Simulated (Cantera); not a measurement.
Standard-state values (1 bar) from the NASA 1993 polynomials, evaluated with Cantera. Values are per mole of reaction as written; species without (g) are pure solids or liquids, kept so even where they would boil at 1 bar.

H(g) + NaOH(g) ⇌ Na + H₂O(g)

```json
[
 {"T (K)": "300", "ΔH° (kJ)": "[?]", "ΔS° (J/K)": "[?]", "ΔG° (kJ)": "[?]", "log10 K": "[?]", "condensed phases": "Na(s)"},
 {"T (K)": "623", "ΔH° (kJ)": "[?]", "ΔS° (J/K)": "[?]", "ΔG° (kJ)": "[?]", "log10 K": "[?]", "condensed phases": "Na(l)"},
 {"T (K)": "773", "ΔH° (kJ)": "-262.7", "ΔS° (J/K)": "-102.4", "ΔG° (kJ)": "-183.5", "log10 K": "12.40", "condensed phases": "Na(l)"},
 {"T (K)": "923", "ΔH° (kJ)": "-263.6", "ΔS° (J/K)": "-103.5", "ΔG° (kJ)": "-168.1", "log10 K": "9.51", "condensed phases": "Na(l)"},
 {"T (K)": "1073", "ΔH° (kJ)": "-264.4", "ΔS° (J/K)": "-104.3", "ΔG° (kJ)": "-152.5", "log10 K": "7.42", "condensed phases": "Na(l)"},
 {"T (K)": "1223", "ΔH° (kJ)": "[?]", "ΔS° (J/K)": "[?]", "ΔG° (kJ)": "[?]", "log10 K": "[?]", "condensed phases": "Na(l)"}
]
```

Problem. Complete the blanks.

Solution. 
- 300, ΔH° (kJ): -262.1
- 300, ΔS° (J/K): -103.1
- 300, ΔG° (kJ): -231.2
- 300, log10 K: 40.25
- 623, ΔH° (kJ): -261.6
- 623, ΔS° (J/K): -100.8
- 623, ΔG° (kJ): -198.8
- 623, log10 K: 16.67
- 1223, ΔH° (kJ): -265.0
- 1223, ΔS° (J/K): -104.8
- 1223, ΔG° (kJ): -136.8
- 1223, log10 K: 5.84
